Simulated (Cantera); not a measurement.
Input: 1 mol V₂O₅, 160 mol H₂, 0.069 mol H₂O, equilibrated at 1498 K and 0.00133 bar.

Method: chemical equilibrium by Gibbs-energy minimisation in Cantera with the NASA 1993 tables (ideal gas, pure condensed phases). Candidate condensed phases: H₂O, V, VO, V₂O₃, V₂O₄, V₂O₅; 12 gas species. Condensed phases not in the tables: the oxides between V₂O₃ and V₂O₅ other than VO₂. Kinetics and transport are ignored.

Base state: H₂ 0.987, H₂O 0.0129, H 0.000467 (mole fractions); condensed: V₂O₃(s).

What changes in the equilibrium state with this change: temperature from 1498 K to 2200 K?


| species | before | after |
|---|---|---|
| H₂ | 0.987 | 0.837 |
| H | 0.000467 | 0.141 |
| H₂O | 0.0129 | 0.0107 |
| VO₂ | 5.22e-7 | 0.00696 |
| V | <1e-9 | 0.000296 |
| VO | 1.98e-8 | 0.00421 |
| O | <1e-9 | 2.95e-5 |
| OH | 1.74e-7 | 0.000251 |
| V₂O₃(s), mol | 1.000 | 0 |
